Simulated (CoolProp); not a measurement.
Vapour-liquid equilibrium of CF4 (R14) (1) + ethane (2) at 175 K; x and y are mole fractions of (1).

The numbers come from the multi-fluid Helmholtz-energy mixture model, Platzer 1990 and Bücker 2006; pair parameters Bell 2016 in CoolProp. This equation is an older, rougher fit; its heat capacities, sound speeds and derivatives of the liquid may be far off and weren't checked against measurements.

```tsv
x	bubble pressure, mixture model (MPa)	bubble pressure, Raoult's law (MPa)	y, mixture model	y, Raoult's law
0.05	0.2205	0.08368	0.733	0.335
0.2	0.4191	0.1590	0.863	0.705
0.35	0.4533	0.2342	0.875	0.837
0.5	0.4611	0.3095	0.879	0.905
0.65	0.4774	0.3848	0.890	0.947
0.8	0.5075	0.4600	0.917	0.975
0.95	0.5468	0.5353	0.973	0.995
```

The largest gap from Raoult's law is +163.6 % in bubble pressure, at x = 0.2. No azeotrope shows between x = 0.05 and 0.95.

Pair parameters are fitted to limited data, so mixtures are less certain than the pure fluids. With so large a gap from Raoult's law the liquid may split in two, which this calculation doesn't test in full.
